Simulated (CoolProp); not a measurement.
Values from CoolProp's reference Helmholtz-energy equation of state, Lemmon 2006. It is a short technical equation, of lower accuracy than the large ones.

Task: Give the vapour pressure (kPa), liquid density (kg/m³), vapour density (kg/m³), liquid cp (kJ/(kg K)) of saturated nitrous oxide at 234.7, 261.6 K.

Result: 
```tsv
T (K)	p (kPa)	liquid density (kg/m³)	vapour density (kg/m³)	liquid cp (kJ/(kg K))
234.7	991	1070	25.7	1.85
261.6	2290	962	60.4	2.08
```
